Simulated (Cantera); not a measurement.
## Premixed flame

A freely propagating, adiabatic, planar premixed flame of 7.67 % CH4, 17.6 % O2, 66.3 % N2, 8.44 % CO2, unburnt at 523 K and 1.00 bar; unity-Lewis-number transport, grid criteria slope 0.08 and curve 0.16, no radiation.

Computed with Cantera and GRI-Mech 3.0 (53 species, 325 reactions). Unity Lewis numbers drop preferential diffusion, which matters most where H2 and H carry the flame. Burning velocities carry a grid error of a few per cent, more on coarse grids.

| z (mm) | T (K) | u (m/s) | x CH4 | x O2 | x CO2 | x C2H4 | x C2H | x HCO |
|---|---|---|---|---|---|---|---|---|
| -1.67 | 523 | 0.438 | 0.0767 | 0.176 | 0.0844 | 1.60e-7 | <1e-8 | <1e-8 |
| -1.11 | 528 | 0.442 | 0.0764 | 0.176 | 0.0845 | 1.61e-6 | <1e-8 | <1e-8 |
| -0.835 | 544 | 0.455 | 0.0754 | 0.174 | 0.0848 | 6.73e-6 | <1e-8 | <1e-8 |
| -0.557 | 625 | 0.523 | 0.0705 | 0.167 | 0.0867 | 3.34e-5 | <1e-8 | <1e-8 |
| -0.278 | 958 | 0.809 | 0.0490 | 0.133 | 0.0949 | 0.000148 | <1e-8 | 2.46e-8 |
| -0.139 | 1286 | 1.09 | 0.0266 | 0.0973 | 0.104 | 0.000240 | <1e-8 | 1.61e-6 |
| 0 | 1637 | 1.41 | 0.00428 | 0.0561 | 0.115 | 0.000101 | 2.76e-8 | 2.51e-5 |
| 0.139 | 1765 | 1.51 | 9.39e-5 | 0.0396 | 0.126 | 1.44e-6 | <1e-8 | 2.34e-6 |
| 0.278 | 1816 | 1.55 | 1.57e-6 | 0.0360 | 0.132 | 1.15e-8 | <1e-8 | 7.57e-8 |
| 0.557 | 1879 | 1.60 | <1e-8 | 0.0328 | 0.138 | <1e-8 | <1e-8 | 1.52e-8 |
| 1.11 | 1944 | 1.65 | <1e-8 | 0.0298 | 0.145 | <1e-8 | <1e-8 | <1e-8 |
| 2.23 | 2000 | 1.68 | <1e-8 | 0.0271 | 0.151 | <1e-8 | <1e-8 | <1e-8 |
| 4.45 | 2037 | 1.71 | <1e-8 | 0.0252 | 0.155 | <1e-8 | <1e-8 | <1e-8 |
x: mole fraction of selected species; z is measured from the peak of heat release.

| Property | Value |
|---|---|
| laminar burning velocity | 43.7 cm/s |
| thermal thickness | 0.557 mm |
| peak x(C2H4) | 0.000245 |
| peak x(C2H) | 3.29e-8 |
| peak x(HCO) | 2.51e-5 |
| grid points | 133 |
